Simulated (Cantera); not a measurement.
Charge: 1 mol Si, 0.83 mol Cl2, 0.69 mol H2, 0.79 mol HCl, at 573.15 K and 2.10 bar.

Method: chemical equilibrium by Gibbs-energy minimisation in Cantera with the NASA 1993 tables (ideal gas, pure condensed phases). Candidate condensed phases: Si; 19 gas species. Kinetics and transport are ignored.

Base state: H2 0.590, SiCl4 0.269, SiHCl3 0.137, SiH2Cl2 0.00322, HCl 1.64e-5, SiH3Cl 1.43e-5 (mole fractions); condensed: Si(s).

Task: What changes in the equilibrium state with this change: Si replaced by SiCl4?

Result: 
```csv
species,before,after
HCl,1.64e-5,0.656
SiCl4,0.269,0.302
Cl2,<1e-9,0.0423
H2,0.590,<1e-9
SiHCl3,0.137,<1e-9
SiH2Cl2,0.00322,<1e-9
SiH3Cl,1.43e-5,<1e-9
"Si(s), mol",0.329,0
```
